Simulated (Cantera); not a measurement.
**Hydrocarbon pyrolysis for carbon deposition**

A perfectly stirred reactor is fed with 0.230 % C2H6, 99.8 % N2, at 0.000200 bar; it is held at 1800 K, and followed from long to short residence time.

Cantera simulation using GRI-Mech 3.0 (53 species, 325 reactions); the numbers are that mechanism's predictions, not measurements. GRI-Mech 3.0 stops at C3 and has no aromatics, soot or wall deposition, so with more carbon than oxygen in the feed, carbon stays in small species such as C2H2 where larger ones or solid carbon would form. Radical loss at walls, strong at low pressure, is not modelled.

```
τ (s)      x C2H6       x H      x H2    x CH2     x CH4     x C2H    x C2H4
-------  --------  --------  --------  -------  --------  --------  --------
21        1.76e-6  0.000196   0.00407  3.90e-6  0.000153   8.32e-7   2.45e-5
7.0       5.17e-6  0.000244   0.00382  6.33e-6  0.000195   1.06e-6   6.07e-5
2.3       1.52e-5  0.000308   0.00343  9.82e-6  0.000225   1.36e-6  0.000139
0.75      4.46e-5  0.000381   0.00282  1.42e-5  0.000225   1.65e-6  0.000285
0.25     0.000126  0.000429   0.00194  1.83e-5  0.000177   1.65e-6  0.000472
0.081    0.000355  0.000383  0.000913  1.90e-5   9.24e-5   8.82e-7  0.000519
0.027    0.000857  0.000199  0.000218  1.18e-5   3.05e-5   5.32e-8  0.000250
0.0088    0.00153   3.41e-5   1.55e-5  2.15e-6   6.20e-6  4.14e-11   2.99e-5
0.0029    0.00198   2.53e-6   4.41e-7  1.32e-7   8.83e-7    <1e-12   1.50e-6
0.00095   0.00219   2.20e-7   1.34e-8  5.53e-9   1.04e-7    <1e-12   7.90e-8
```
x: mole fraction; the columns are a selection and need not sum to one.
